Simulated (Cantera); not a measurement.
What does this Cantera script print?

```python
import numpy as np
import cantera as ct

gas = ct.Solution("gri30.yaml")
gas.TPX = 1375, 35000, {'N2O': 1, 'H2': 0.023, 'N2': 0.58}
reactor = ct.IdealGasConstPressureReactor(gas, energy="off", clone=False)
net = ct.ReactorNet([reactor])
net.rtol, net.atol = 1e-08, 1e-18
show = ['N2O', 'H2', 'H2O2', 'OH', 'H', 'HO2']
times = np.geomspace(0.0009, 10, 15)

steps = ct.SolutionArray(gas, extra=["t"])
rows = []
print(f"{'t/s':>10s}{'T/K':>9s}{'P/Pa':>11s}" + "".join(f"{s:>11s}" for s in show))
for t in times:
    while net.time < t:
        t_next = net.step()
        steps.append(gas.state, t=t_next)
    rows.append([np.interp(t, steps.t, y) for y in (steps.T, steps.P, *steps(*show).X.T)])
    print(f"{t:10.3e}{rows[-1][0]:9.1f}{rows[-1][1]:11.4g}" + "".join(f"{x:11.3e}" for x in rows[-1][2:]))
rate = np.gradient(steps.T, steps.t)
print("integrator steps:", len(steps.t))
if steps.T.max() > steps.T[0] + 200:
    print(f"time of steepest temperature rise: {steps.t[rate.argmax()]:.4e} s")
gas.TPX = 1375, 35000, {'N2O': 1, 'H2': 0.023, 'N2': 0.58}
gas.equilibrate("TP")
print(f"equilibrium (TP): T = {gas.T:.1f} K  " + "  ".join(f"{s} {gas[s].X[0]:.3e}" for s in show))
```

It prints:

```
       t/s      T/K       P/Pa        N2O         H2       H2O2         OH          H        HO2
 9.000e-04   1375.0    3.5e+04  6.116e-01  4.966e-03  1.121e-07  1.262e-04  9.268e-06  1.153e-05
 1.751e-03   1375.0    3.5e+04  6.057e-01  1.796e-03  8.445e-08  9.554e-05  2.640e-06  9.883e-06
 3.406e-03   1375.0    3.5e+04  5.990e-01  4.253e-04  4.429e-08  6.694e-05  4.892e-07  6.645e-06
 6.625e-03   1375.0    3.5e+04  5.884e-01  4.822e-05  2.279e-08  5.612e-05  8.770e-08  4.272e-06
 1.289e-02   1375.0    3.5e+04  5.693e-01  1.100e-06  1.480e-08  5.751e-05  4.649e-08  2.900e-06
 2.507e-02   1375.0    3.5e+04  5.345e-01  2.234e-07  1.091e-08  6.078e-05  4.711e-08  1.841e-06
 4.877e-02   1375.0    3.5e+04  4.742e-01  2.078e-07  9.013e-09  6.273e-05  4.957e-08  1.061e-06
 9.487e-02   1375.0    3.5e+04  3.796e-01  2.067e-07  7.986e-09  6.264e-05  5.312e-08  5.625e-07
 1.845e-01   1375.0    3.5e+04  2.536e-01  2.143e-07  7.064e-09  6.008e-05  5.689e-08  2.784e-07
 3.590e-01   1375.0    3.5e+04  1.256e-01  2.130e-07  5.782e-09  5.413e-05  5.448e-08  1.328e-07
 6.983e-01   1375.0    3.5e+04  3.982e-02  1.545e-07  3.689e-09  4.202e-05  3.204e-08  6.461e-08
 1.358e+00   1375.0    3.5e+04  7.026e-03  5.416e-08  1.288e-09  2.349e-05  6.366e-09  3.188e-08
 2.643e+00   1375.0    3.5e+04  4.324e-04  1.549e-08  3.438e-10  1.152e-05  8.989e-10  1.919e-08
 5.141e+00   1375.0    3.5e+04  3.562e-06  1.282e-08  2.755e-10  1.021e-05  6.620e-10  1.805e-08
 1.000e+01   1375.0    3.5e+04  1.203e-06  1.281e-08  2.751e-10  1.020e-05  6.608e-10  1.805e-08
integrator steps: 2034
equilibrium (TP): T = 1375.0 K  N2O 2.418e-08  H2 1.184e-08  H2O2 2.967e-10  OH 1.060e-05  H 6.346e-10  HO2 2.024e-08
```

Cantera simulation using GRI-Mech 3.0 (53 species, 325 reactions); the numbers are that mechanism's predictions, not measurements. GRI-Mech 3.0 was tuned for natural gas; its chemistry of N2O as a main component is partial and can be far from experiment. The mechanism lacks the step 2 NO + O2 → 2 NO2, which can matter for NO2 below about 1400 K. The temperature is held fixed by assumption; the heat of reaction is taken as removed at once.
